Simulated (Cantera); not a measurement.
Input: 1 mol trisilylamine, a varied amount of N₂, at 6.60 Pa.

Cantera equilibrium calculation (NASA polynomials, part measured and part estimated; ideal gas, pure solids and liquids). Candidate condensed phases: Si, Si₃N₄; 18 gas species. The feed counts by its element totals alone. Mutual solubility and eutectic melting of coexisting phases are not modelled. The numbers say what is thermodynamically allowed, not how fast it happens.

Problem. What condenses at these points (T in °C, n(N₂) in mol): (827, 2.2); (1127, 1.3); (1227, 1.1); (1227, 0.49); (1127, 0.49); (927, 1.6)?

Solution. 
```csv
T (°C),n(N₂) in mol,condensed phases,Si condensed (%)
827,2.2,Si₃N₄,100.0
1127,1.3,Si + Si₃N₄,100.0
1227,1.1,Si,100.0
1227,0.49,Si,100.0
1127,0.49,Si + Si₃N₄,100.0
927,1.6,Si₃N₄,100.0
```
